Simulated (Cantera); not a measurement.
## Thermodynamics of hydrogen reduction and annealing atmospheres, feed ZrO2 + H2 + H2O

Feed: 1 mol ZrO2, 610 mol H2, 0.089 mol H2O, equilibrated at 1650 °C and 555 Torr.

These are equilibrium values from Cantera (NASA tables, ideal gas, pure condensed phases), not measurements of a reactor. Candidate condensed phases: H2O, Zr, ZrO2; 12 gas species. Rates play no part.

| Property | Value |
|---|---|
| x(H2) | 0.999 |
| x(H) | 0.00109 |
| x(H2O) | 0.000146 |
| n(ZrO2(tetragonal)) | 1.00 mol |
| gas amount | 610.4 mol |
| log10 activity of Zr(β) (absent) | -4.88 |
